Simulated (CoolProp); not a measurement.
CH2F2 (R32) at several states: fugacity coefficient from the reference equation and from simpler models built on Tc = 351.3 K, pc = 5.783 MPa, ω = 0.277; each cubic takes its own stable root.

Model: reference Helmholtz-energy equation of state, Tillner-Roth 1997, in CoolProp.

```
T (K)  p (MPa)   phase  reference  van der Waals  Redlich-Kwong  Soave-Redlich-Kwong
-----  -------  ------  ---------  -------------  -------------  -------------------
166.2   0.0411  liquid    0.04802         0.9885         0.1427              0.04177
281.4      1.2  liquid     0.7413         0.8961         0.8693               0.7815
283.1    0.308     gas     0.9550         0.9737         0.9668               0.9640
225.9     3.81  liquid    0.03440         0.1995        0.06606              0.03519
```

At some of these states van der Waals, Redlich-Kwong gives the other phase, because its saturation line lies elsewhere.
